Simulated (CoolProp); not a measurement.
1-butene along the isobar 46.4 bar: fugacity coefficient from the reference equation and from simpler models built on Tc = 146.1 °C, pc = 40.06 bar, ω = 0.192; each cubic takes its own stable root.

Model: reference Helmholtz-energy equation of state, Lemmon 2005, in CoolProp. It is a short technical equation, of lower accuracy than the large ones.

```json
[
 {"T (°C)": "62.05", "phase": "liquid", "reference": "0.1702", "Redlich-Kwong": "(withheld)", "Peng-Robinson": "0.1699"},
 {"T (°C)": "72.75", "phase": "liquid", "reference": "0.2100", "Redlich-Kwong": "0.2502", "Peng-Robinson": "0.2097"},
 {"T (°C)": "83.35", "phase": "liquid", "reference": "0.2541", "Redlich-Kwong": "0.2954", "Peng-Robinson": "0.2539"},
 {"T (°C)": "94.05", "phase": "liquid", "reference": "0.3031", "Redlich-Kwong": "0.3439", "Peng-Robinson": "0.3027"},
 {"T (°C)": "104.65", "phase": "liquid", "reference": "0.3556", "Redlich-Kwong": "0.3944", "Peng-Robinson": "(withheld)"},
 {"T (°C)": "115.35", "phase": "liquid", "reference": "0.4118", "Redlich-Kwong": "0.4469", "Peng-Robinson": "(withheld)"},
 {"T (°C)": "125.95", "phase": "liquid", "reference": "(withheld)", "Redlich-Kwong": "(withheld)", "Peng-Robinson": "0.4673"},
 {"T (°C)": "136.65", "phase": "liquid", "reference": "0.5301", "Redlich-Kwong": "0.5523", "Peng-Robinson": "0.5250"},
 {"T (°C)": "147.25", "phase": "supercritical", "reference": "0.5890", "Redlich-Kwong": "(withheld)", "Peng-Robinson": "0.5800"}
]
```

Problem. What belongs in the gaps?

Solution. 
- 62.05, Redlich-Kwong: 0.2081
- 104.65, Peng-Robinson: 0.3549
- 115.35, Peng-Robinson: 0.4104
- 125.95, reference: 0.4701
- 125.95, Redlich-Kwong: 0.4996
- 147.25, Redlich-Kwong: 0.6021
